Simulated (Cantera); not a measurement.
Feed: 1 mol Al, a varied amount of CO2, 200 mol H2, equilibrated at 1677 °C and 380000 Pa.

Equilibrium computed with Cantera from the NASA thermochemical tables; the gas is ideal and each condensed phase is pure. Candidate condensed phases: Al, Al2O3, C, C6H6, C7H8, C8H18, H2O; 121 gas species. Gases not in the tables: Al(OH)3. Rates play no part.

Task: At 7.7 mol CO2, list the 5 most abundant gas species with their mole fractions, and the condensed phases.

Result: H2 0.933, CO 0.0368, H2O 0.0296, H 0.000568, CO2 0.000265. Condensed: Al2O3(s).
